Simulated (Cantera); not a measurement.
Charge: 1 mol borazine, 140 mol H₂, at 1875 K and 1.00 Torr.

Cantera equilibrium calculation (NASA polynomials, part measured and part estimated; ideal gas, pure solids and liquids). Candidate condensed phases: B, BN; 15 gas species. The feed counts by its element totals alone. The tables' values for BH₂ are old estimates; treat these amounts as uncertain. Kinetics and transport are ignored.

Base state: H₂ 0.972, H 0.0177, N₂ 0.0103, BH₂ 0.000211, B 1.08e-5 (mole fractions); condensed: B(s).

**Question.** What changes in the equilibrium state with this change: borazine replaced by B₂O₃?

**Answer.** 
```
species    before     after
---------  ------  --------
H₂          0.972     0.967
H          0.0177    0.0177
HBO             0   0.00637
N₂         0.0103         0
HBO₂            0   0.00415
H₂O             0   0.00220
BO              0   0.00191
B₂O₃            0  0.000662
B(s), mol    2.97         0
```
Further candidate phases: B₂O₃, B₃O₃H₃, H₂O.
